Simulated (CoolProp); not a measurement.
Properties of ethylene along the isobar 5480 kPa.

The numbers come from the reference Helmholtz-energy equation of state, Smukala 2000 in CoolProp.

| T (K) | phase | density (kg/m³) | speed of sound (m/s) |
|---|---|---|---|
| 252.7 | liquid | 431.7 | 693.3 |
| 277.4 | liquid | ? | ? |
| 302 | supercritical | 101.2 | 259.8 |
| 326.7 | supercritical | 77.19 | ? |
| 351.4 | supercritical | ? | 316.6 |
| 376 | supercritical | 57.78 | 335.8 |
| 400.7 | supercritical | 52.16 | 352.5 |
| 425.3 | supercritical | 47.79 | 367.4 |
| 450 | supercritical | ? | ? |

Question: Complete the blanks.

Answer: 
- 277.4, density (kg/m³): 347.4
- 277.4, speed of sound (m/s): 410.5
- 326.7, speed of sound (m/s): 293.0
- 351.4, density (kg/m³): 65.43
- 450, density (kg/m³): 44.23
- 450, speed of sound (m/s): 381.2
